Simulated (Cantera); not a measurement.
Thermodynamics of oxide etching and cleaning by halides, feed SiO2 + HCl

A closed system holds: 1 mol SiO2, 6.9 mol HCl, equilibrated at 13.3 mbar.

Equilibrium computed with Cantera from the NASA thermochemical tables; the gas is ideal and each condensed phase is pure. Candidate condensed phases: H2O, Si, SiO2; 30 gas species. The tables' values for SiCl3 are old estimates; treat these amounts as uncertain. The tables hold silica as quartz up to 1696 K and as liquid above; real silica turns to tridymite and cristobalite and melts near 1996 K. Equilibrium is a limit: real reactors are often held back by kinetics, nucleation or transport.

```
T (K)  x HCl      x Cl      x H2     x H2O     x SiO       x H  n SiO2(β-quartz)  n SiO2(condensed)
-----  -----  --------  --------  --------  --------  --------  ----------------  -----------------
1248   0.999  0.000277  0.000156  0.000135  2.23e-11   5.05e-8             1.000                  0
1298   0.999  0.000483  0.000262  0.000157  2.44e-10   1.50e-7             0.999                  0
1348   0.998  0.000807  0.000427  0.000182   2.24e-9   4.14e-7             0.999                  0
1398   0.998   0.00130  0.000675  0.000208   1.75e-8   1.07e-6             0.999                  0
1448   0.997   0.00201   0.00104  0.000235   1.19e-7   2.57e-6             0.999                  0
1498   0.995   0.00304   0.00155  0.000266   7.07e-7   5.85e-6             0.999                  0
1548   0.993   0.00446   0.00225  0.000300   3.69e-6   1.27e-5             0.999                  0
1598   0.990   0.00639   0.00319  0.000345   1.70e-5   2.61e-5             0.999                  0
1648   0.986   0.00898   0.00441  0.000413   6.69e-5   5.12e-5             0.998                  0
1698   0.981    0.0124   0.00594  0.000542  0.000217   9.65e-5                 0              0.997
1748   0.974    0.0168   0.00778  0.000810  0.000556  0.000175                 0              0.995
1798   0.964    0.0226   0.00997   0.00134   0.00117  0.000304                 0              0.991
1848   0.953    0.0298    0.0125   0.00231   0.00220  0.000513                 0              0.984
```
x: gas mole fraction; n: condensed amount in mol.

From 1248 K to 1648 K the condensed part is SiO2(β-quartz). From 1698 K to 1848 K the condensed part is SiO2(condensed). The main Si-bearing gas is SiCl4 at 1248 K and SiO at 1848 K. The share of Si in condensed phases is highest at 1248 K (100.0 %) and lowest at 1848 K (98.4 %).
